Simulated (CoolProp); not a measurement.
Vapour-liquid equilibrium of cyclohexane (1) + n-heptane (2) at 0.535 MPa; x and y are mole fractions of (1).

The numbers come from the multi-fluid Helmholtz-energy mixture model, Zhou 2014 and Span 2003; pair parameters Bell 2016 in CoolProp.

```tsv
x	bubble temperature, mixture model (°C)	bubble temperature, Raoult's law (°C)	y, mixture model	y, Raoult's law
0.05	…	166.2	…	0.071
0.2	…	163.0	0.255	0.266
0.35	159.8	160.0	0.426	0.439
0.5	…	157.1	…	0.594
0.65	154.1	154.3	0.719	0.732
0.8	151.5	151.7	…	0.855
0.95	…	149.2	…	0.966
```

Task: Fill in the missing entries.

Result: 
- 0.05, bubble temperature, mixture model (°C): 166.1
- 0.05, y, mixture model: 0.067
- 0.2, bubble temperature, mixture model (°C): 162.9
- 0.5, bubble temperature, mixture model (°C): 156.9
- 0.5, y, mixture model: 0.580
- 0.8, y, mixture model: 0.846
- 0.95, bubble temperature, mixture model (°C): 149.1
- 0.95, y, mixture model: 0.963

The largest gap from Raoult's law is -0.2 K in bubble temperature, at x = 0.65. No azeotrope shows between x = 0.05 and 0.95.

The pair parameters rest on a limited set of measurements; away from them the model extrapolates.
